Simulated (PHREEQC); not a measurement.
Make-up at 25 °C: 0.0046 mol/kgw K2SiO3. Closed to the air; pH follows from the charge balance.

Equilibrium calculation in PHREEQC: Pitzer model, pitzer.dat.

Precipitation was switched off in this run.

Predict the pH, ionic strength, osmotic coefficient.

pH 11.61; ionic strength 0.00937 mol/kgw; osmotic coefficient 0.967.

In which forms is Si present?

H3SiO4- 95 %, H2SiO4-2 3.6 %, H4SiO4 1.4 % of the Si.
